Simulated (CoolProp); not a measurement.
The fluid at 564.39 K and 1 MPa is throttled through a valve to 0.201 MPa with no heat exchange. The same conditions are run with several fluids, on thermodynamics alone (safety and materials aside).

Values from CoolProp's reference Helmholtz-energy equation of state of each fluid (hydrogen chloride: Thol 2018; hydrogen sulfide: Lemmon 2006; ethane: Bücker 2006; dimethyl carbonate: Zhou 2011; propane: Lemmon 2009).

Problem. Rank hydrogen chloride, hydrogen sulfide, ethane, dimethyl carbonate, propane by temperature change (K), highest first.

Solution. ethane (-1.6), propane (-2.3), hydrogen sulfide (-3.4), hydrogen chloride (-3.6), dimethyl carbonate (-5.4)

```csv
fluid,final density (kg/m³)
hydrogen chloride,1.57
hydrogen sulfide,1.47
ethane,1.29
dimethyl carbonate,3.95
propane,1.90
```
